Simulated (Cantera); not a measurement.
Fe₂O₃ + H₂ + N₂ (hydrogen reduction and annealing atmospheres)

Feed: 1 mol Fe₂O₃, a varied amount of H₂, 12 mol N₂, equilibrated at 1173 K and 0.100 bar.

Method: chemical equilibrium by Gibbs-energy minimisation in Cantera with the NASA 1993 tables (ideal gas, pure condensed phases). Candidate condensed phases: Fe, FeO, Fe(OH)₂, Fe(OH)₃, Fe₂O₃, Fe₃O₄, H₂O; 27 gas species. Kinetics and transport are ignored.

```json
[
 {"n(H₂) (mol)": "32", "log p H₂": "-1.18", "log p N₂": "-1.56", "log p H₂O": "-2.17", "log p NH₃": "-6.22", "log p H": "-7.52", "log p Fe(OH)₂": "-9.13", "n Fe(α)": "2.00"},
 {"n(H₂) (mol)": "50", "log p H₂": "-1.12", "log p N₂": "-1.71", "log p H₂O": "-2.32", "log p NH₃": "-6.20", "log p H": "-7.49", "log p Fe(OH)₂": "-9.49", "n Fe(α)": "2.00"},
 {"n(H₂) (mol)": "77", "log p H₂": "-1.08", "log p N₂": "-1.87", "log p H₂O": "-2.47", "log p NH₃": "-6.22", "log p H": "-7.47", "log p Fe(OH)₂": "-9.84", "n Fe(α)": "2.00"},
 {"n(H₂) (mol)": "120", "log p H₂": "-1.05", "log p N₂": "-2.04", "log p H₂O": "-2.64", "log p NH₃": "-6.26", "log p H": "-7.45", "log p Fe(OH)₂": "-10.21", "n Fe(α)": "2.00"},
 {"n(H₂) (mol)": "180", "log p H₂": "-1.04", "log p N₂": "-2.20", "log p H₂O": "-2.81", "log p NH₃": "-6.32", "log p H": "-7.45", "log p Fe(OH)₂": "-10.55", "n Fe(α)": "2.00"},
 {"n(H₂) (mol)": "280", "log p H₂": "-1.02", "log p N₂": "-2.39", "log p H₂O": "-2.99", "log p NH₃": "-6.39", "log p H": "-7.44", "log p Fe(OH)₂": "-10.93", "n Fe(α)": "2.00"},
 {"n(H₂) (mol)": "440", "log p H₂": "-1.01", "log p N₂": "-2.58", "log p H₂O": "-3.18", "log p NH₃": "-6.47", "log p H": "-7.44", "log p Fe(OH)₂": "-11.32", "n Fe(α)": "2.00"},
 {"n(H₂) (mol)": "670", "log p H₂": "-1.01", "log p N₂": "-2.75", "log p H₂O": "-3.36", "log p NH₃": "-6.55", "log p H": "-7.43", "log p Fe(OH)₂": "-11.68", "n Fe(α)": "2.00"}
]
```
log p: log10 of the partial pressure in bar; n: condensed amount in mol.

From 32 mol H₂ to 670 mol H₂ the condensed part is Fe(α).
